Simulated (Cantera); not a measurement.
A perfectly stirred reactor is fed with 15.2 % CH4, 17.9 % O2, 67.0 % N2, at 1.00 bar; it is adiabatic with a 800 K inlet, and is followed from long to short residence time, starting on the burning branch (τ in s: 0.056, 0.03, 0.016, 0.0084, 0.0044, 0.0024, 0.0013, 0.00067, 0.00035, 0.00019, 0.0001, 5.3e-05).

Computed with Cantera and GRI-Mech 3.0 (53 species, 325 reactions).

Predict: blow-out, bracketed by the residence times tried; x(CH4) at τ = 56.0 ms; x(O2) at τ = 56.0 ms; x(H) at τ = 56.0 ms; x(HCO) at τ = 56.0 ms; x(H2O) at τ = 56.0 ms; x(CH4) at τ = 1.30 ms; x(O2) at τ = 1.30 ms; x(H) at τ = 1.30 ms; x(HCO) at τ = 1.30 ms; x(H2O) at τ = 1.30 ms.


- blow-out, bracketed by the residence times tried: burning at 0.350 ms, out at 0.190 ms
- x(CH4) at τ = 56.0 ms: 0.000419
- x(O2) at τ = 56.0 ms: 0.000102
- x(H) at τ = 56.0 ms: 0.00177
- x(HCO) at τ = 56.0 ms: 1.46e-7
- x(H2O) at τ = 56.0 ms: 0.155
- x(CH4) at τ = 1.30 ms: 0.00322
- x(O2) at τ = 1.30 ms: 0.00265
- x(H) at τ = 1.30 ms: 0.00265
- x(HCO) at τ = 1.30 ms: 2.69e-6
- x(H2O) at τ = 1.30 ms: 0.161
